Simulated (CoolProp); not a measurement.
The fluid at 441.39 K and 1.29 MPa flows at 0.15 m/s in a round tube of 50 mm bore and 0.25 µm roughness, fully developed (64/Re and Nu = 3.66 if laminar; Colebrook and Gnielinski if turbulent). The same conditions are run with several fluids, on thermodynamics alone (safety and materials aside).

Values from CoolProp's reference Helmholtz-energy equation of state of each fluid (n-pentane: Thol 2019; CF4 (R14): Platzer 1990; carbon dioxide: Span 1996; R11: Jacobsen 1992; R410A: Lemmon 2003). The equations of Platzer and Polt are older, rougher fits. Blends and air are pseudo-pure fits.

| fluid | Reynolds number | Darcy friction factor | pressure drop (Pa/m) | heat-transfer coefficient (W/(m² K)) | mass flow (kg/h) |
|---|---|---|---|---|---|
| n-pentane | 25400 | 0.0244 | 0.172 | 41.3 | 33.2 |
| CF4 (R14) | 9670 | 0.0312 | 0.218 | 16.4 | 33.0 |
| carbon dioxide | 5450 | 0.0365 | 0.129 | 10.3 | 16.7 |
| R11 | 27500 | 0.0240 | 0.302 | 20.2 | 59.3 |
| R410A | 10300 | 0.0306 | 0.183 | 16.2 | 28.2 |

Transport values come from each fluid's own correlations; those of n-pentane, CF4 (R14), R11 are estimates that may be off by 10 % or more.
